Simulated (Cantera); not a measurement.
An isothermal, constant-pressure homogeneous reactor starts with CH4 : N2 = 1 : 12 (molar parts), at 1400 K and 173 Torr. Integrator tolerance rtol = 1e-08.

Cantera simulation using GRI-Mech 3.0 (53 species, 325 reactions); the numbers are that mechanism's predictions, not measurements. GRI-Mech 3.0 stops at C3 and has no aromatics, soot or wall deposition, so with more carbon than oxygen in the feed, carbon stays in small species such as C2H2 where larger ones or solid carbon would form.

Question: What does this change do: N2 12 to 24 parts?

Answer: 
```tsv
quantity	before	after
x(CH4) at 200 s	0.00559 (gas-phase equilibrium 0.00226)	0.00296 (gas-phase equilibrium 0.000563)
x(H2) at 200 s	0.0988 (gas-phase equilibrium 0.104)	0.0533 (gas-phase equilibrium 0.0568)
x(C2H2) at 200 s	0.0325 (gas-phase equilibrium 0.0119)	0.0176 (gas-phase equilibrium 0.00451)
x(C2H) at 200 s	9.56e-10 (gas-phase equilibrium 3.67e-10)	6.86e-10 (gas-phase equilibrium 1.87e-10)
x(CH2) at 200 s	7.42e-11 (gas-phase equilibrium 3.28e-11)	6.88e-11 (gas-phase equilibrium 1.49e-11)
x(H) at 200 s	3.00e-6 (gas-phase equilibrium 3.29e-6)	2.14e-6 (gas-phase equilibrium 2.43e-6)
```

Question: What does this change do: N2 12 to 110 parts?

Answer: 
```tsv
quantity	before	after
x(CH4) at 200 s	0.00559 (gas-phase equilibrium 0.00226)	0.000739 (gas-phase equilibrium 1.77e-5)
x(H2) at 200 s	0.0988 (gas-phase equilibrium 0.104)	0.0123 (gas-phase equilibrium 0.0134)
x(C2H2) at 200 s	0.0325 (gas-phase equilibrium 0.0119)	0.00409 (gas-phase equilibrium 0.000342)
x(C2H) at 200 s	9.56e-10 (gas-phase equilibrium 3.67e-10)	3.34e-10 (gas-phase equilibrium 2.92e-11)
x(CH2) at 200 s	7.42e-11 (gas-phase equilibrium 3.28e-11)	7.55e-11 (gas-phase equilibrium 1.99e-12)
x(H) at 200 s	3.00e-6 (gas-phase equilibrium 3.29e-6)	1.04e-6 (gas-phase equilibrium 1.18e-6)
```
